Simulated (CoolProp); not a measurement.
A closed Brayton cycle with carbon dioxide: compressor inlet 318.15 K and 8.3 MPa, high pressure 23 MPa, turbine inlet 815 K, compressor efficiency 0.8, turbine efficiency 0.85, recuperator effectiveness 0.95 (on enthalpy, no pinch check). Each further row changes one setting.

Model: reference Helmholtz-energy equation of state, Span 1996, in CoolProp.

| case | thermal efficiency (%) | net work (kJ/kg) | compressor to turbine work | compressor exit (K) | turbine exit (K) |
|---|---|---|---|---|---|
| as stated | [?] | 74.7 | 0.40 | 397.6 | 700.6 |
| turbine inlet 765 K | 30.6 | 65.9 | 0.43 | 397.6 | 654.5 |
| compressor inlet 328.15 K | [?] | 65.9 | 0.47 | [?] | 700.6 |
| high pressure 19.6 MPa | 32.3 | 66.0 | [?] | [?] | [?] |
| recuperator effectiveness 0.5 | 19.4 | 74.7 | 0.40 | 397.6 | 700.6 |

Question: What belongs in the gaps?

Answer: 
- as stated, thermal efficiency (%): 32.9
- compressor inlet 328.15 K, thermal efficiency (%): 30.9
- compressor inlet 328.15 K, compressor exit (K): 417.6
- high pressure 19.6 MPa, compressor to turbine work: 0.38
- high pressure 19.6 MPa, compressor exit (K): 384.7
- high pressure 19.6 MPa, turbine exit (K): 718.0
